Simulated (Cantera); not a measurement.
Charge: 1 mol Si, 2 mol H2, equilibrated at 1748 K and 165 Torr.

These are equilibrium values from Cantera (NASA tables, ideal gas, pure condensed phases), not measurements of a reactor. Candidate condensed phases: Si; 9 gas species. Gases not in the tables: Si2H6 and higher silanes. Rates play no part.

**Question.** What is the equilibrium state?

**Answer.** 
| Item | Result |
|---|---|
| x(H2) | 0.999 |
| x(H) | 0.000487 |
| x(SiH2) | 2.05e-5 |
| x(Si) | 6.62e-6 |
| x(SiH) | 4.13e-6 |
| n(Si(l)) | 1.000 mol |
| gas amount | 2.001 mol |
